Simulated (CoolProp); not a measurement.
Aqueous potassium carbonate as a coolant, 26 % by mass, freezing at -13.8 °C, 1 atm.

Model: Melinder's fits for secondary coolants, in CoolProp.

```tsv
T (°C)	viscosity (mPa s)	cp (kJ/(kg K))	Prandtl number	density (kg/m³)
-11.3	5.05	3.042	29.4	1266
-5.2	4.11	3.051	23.6	1265
0.9	3.42	3.060	19.3	1263
7	2.90	3.069	16.1	1260
13.1	2.50	3.078	13.7	1258
19.2	2.18	3.087	11.8	1255
25.3	1.92	3.096	10.2	1252
31.4	1.70	3.106	8.94	1248
```
